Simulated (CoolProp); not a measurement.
Properties of dodecamethylpentasiloxane (MD3M) along the isobar 0.101 MPa (Tc = 628.0 K, pc = 0.9540 MPa, ω = 0.730).

Computed with CoolProp (reference Helmholtz-energy equation of state, Thol 2019).

```json
[
 {"T (K)": "427.6", "phase": "liquid", "cp (kJ/(kg K))": "1.993", "expansivity (1/kK)": "1.431"},
 {"T (K)": "432.5", "phase": "liquid", "cp (kJ/(kg K))": "2.004", "expansivity (1/kK)": "1.454"},
 {"T (K)": "437.5", "phase": "liquid", "cp (kJ/(kg K))": "2.014", "expansivity (1/kK)": "1.477"},
 {"T (K)": "442.4", "phase": "liquid", "cp (kJ/(kg K))": "2.025", "expansivity (1/kK)": "1.502"},
 {"T (K)": "447.4", "phase": "liquid", "cp (kJ/(kg K))": "2.035", "expansivity (1/kK)": "1.529"},
 {"T (K)": "452.3", "phase": "liquid", "cp (kJ/(kg K))": "2.046", "expansivity (1/kK)": "1.557"},
 {"T (K)": "457.3", "phase": "liquid", "cp (kJ/(kg K))": "2.057", "expansivity (1/kK)": "1.587"},
 {"T (K)": "462.2", "phase": "liquid", "cp (kJ/(kg K))": "2.067", "expansivity (1/kK)": "1.618"},
 {"T (K)": "467.2", "phase": "liquid", "cp (kJ/(kg K))": "2.078", "expansivity (1/kK)": "1.652"},
 {"T (K)": "472.1", "phase": "liquid", "cp (kJ/(kg K))": "2.089", "expansivity (1/kK)": "1.688"},
 {"T (K)": "477.1", "phase": "liquid", "cp (kJ/(kg K))": "2.100", "expansivity (1/kK)": "1.727"},
 {"T (K)": "482", "phase": "liquid", "cp (kJ/(kg K))": "2.111", "expansivity (1/kK)": "1.768"},
 {"T (K)": "487", "phase": "liquid", "cp (kJ/(kg K))": "2.122", "expansivity (1/kK)": "1.813"},
 {"T (K)": "491.9", "phase": "liquid", "cp (kJ/(kg K))": "2.133", "expansivity (1/kK)": "1.860"}
]
```
